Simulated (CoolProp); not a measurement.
Saturation properties of methane (Tc = -82.6 °C, pc = 4.599 MPa, ω = 0.011).

The numbers come from the reference Helmholtz-energy equation of state, Setzmann 1991 in CoolProp.

```csv
T (°C),p (MPa),vapour density (kg/m³),vapour viscosity (µPa s)
-173.95,0.03160,0.6245,3.73
-163.75,0.08372,1.525,4.15
-153.65,0.1847,3.156,4.56
-143.55,0.3586,5.847,4.97
-133.35,0.6346,10.05,5.40
-123.25,1.035,16.25,5.88
-113.15,1.592,25.38,6.48
-103.05,2.337,39.14,7.31
```

It boils at -161.5 °C under 1 atm.

Viscosity comes from a separate model (Quiñones-Cisneros 2006).
